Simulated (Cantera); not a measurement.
A Cantera script and its output.

```python
import numpy as np
import cantera as ct

gas = ct.Solution("gri30.yaml")


def delay(T, t_max=10):
    gas.TPX = T, 500000, {'CH4': 1, 'O2': 4, 'N2': 15}
    reactor = ct.IdealGasReactor(gas, clone=False)
    net = ct.ReactorNet([reactor])
    net.rtol, net.atol = 1e-8, 1e-16
    while net.time < t_max:
        t_old, T_old = net.time, reactor.T
        net.step()
        if reactor.T > T + 400:  # ignition: a rise of 400 K
            return t_old + (T + 400 - T_old) / (reactor.T - T_old) * (net.time - t_old)
    return np.nan


taus = []
for T in [1073, 1173, 1273, 1373, 1473, 1573, 1673, 1773, 1873, 1973]:
    taus.append(delay(T))
    print(f"T0 = {T:6g} K   tau = {taus[-1]:.4e} s")
```

Output:

```
T0 =   1073 K   tau = 4.1202e-02 s
T0 =   1173 K   tau = 9.8659e-03 s
T0 =   1273 K   tau = 2.7690e-03 s
T0 =   1373 K   tau = 8.8330e-04 s
T0 =   1473 K   tau = 3.1787e-04 s
T0 =   1573 K   tau = 1.2879e-04 s
T0 =   1673 K   tau = 5.8504e-05 s
T0 =   1773 K   tau = 2.9455e-05 s
T0 =   1873 K   tau = 1.6179e-05 s
T0 =   1973 K   tau = 9.5508e-06 s
```

Model: GRI-Mech 3.0 (53 species, 325 reactions), integrated in Cantera.
